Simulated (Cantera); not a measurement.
Feed: 1 mol CuF2, 0.96 mol HF, 3.8 mol H2, held at 8.20 mbar.

Method: chemical equilibrium by Gibbs-energy minimisation in Cantera with the NASA 1993 tables (ideal gas, pure condensed phases). Candidate condensed phases: Cu, CuF2; 15 gas species. The numbers say what is thermodynamically allowed, not how fast it happens.

Question: Which condensed phases are stable at each of these points (T (°C)): 750, 825, 900, 975, 1050, 1125, 1200, 1275, 1350?

Answer: 
```csv
T (°C),condensed phases,Cu condensed (%)
750,Cu(s),100.0
825,Cu(s),100.0
900,Cu(s),100.0
975,Cu(s),100.0
1050,Cu(s),100.0
1125,Cu(l),99.9
1200,Cu(l),99.6
1275,Cu(l),98.6
1350,Cu(l),95.8
```

From 750 °C to 1050 °C the condensed part is Cu(s). From 1125 °C to 1350 °C the condensed part is Cu(l).
